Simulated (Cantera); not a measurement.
Charge: 1 mol Ti(OiPr)4, 3.2 mol CH4, 22 mol H2, at 1223.15 K and 0.680 bar.

Equilibrium computed with Cantera from the NASA thermochemical tables; the gas is ideal and each condensed phase is pure. Candidate condensed phases: C, C6H6, C7H8, C8H18, H2O, Ti, TiC, TiO, TiO2, Ti2O3, Ti3O5, Ti4O7; 113 gas species. The feed counts by its element totals alone. Condensed phases not in the tables: Magnéli phases beyond Ti4O7. Equilibrium is a limit: real reactors are often held back by kinetics, nucleation or transport.

Base state: H2 0.941, CO 0.0501, CH4 0.00802, H2O 0.000644, CO2 2.35e-5 (mole fractions); condensed: C(graphite) + Ti4O7(s).

Q: What changes in the equilibrium state with this change: Ti(OiPr)4 replaced by Ti?

A: 
```
species             before    after
----------------  --------  -------
H2                   0.941    0.991
CH4                0.00802  0.00889
CO                  0.0501        0
H2O               0.000644        0
CO2                2.35e-5        0
C(graphite), mol      12.6     1.95
Ti4O7(s), mol        0.250        0
TiC(s), mol              0     1.00
```
TiC: taken at fixed stoichiometry.

Q: What changes in the equilibrium state with this change: temperature from 1223.15 K to 1873 K?

A: 
```
species             before     after
----------------  --------  --------
H2                   0.941     0.912
CO                  0.0501    0.0862
H                  3.55e-7  0.000748
CH4                0.00802  0.000345
C2H2 (acetylene)   1.48e-7  0.000285
CO2                2.35e-5   2.48e-7
H2O               0.000644   1.08e-5
C(graphite), mol      12.6      10.2
Ti4O7(s), mol        0.250         0
TiC(s), mol              0      1.00
```
TiC: taken at fixed stoichiometry.
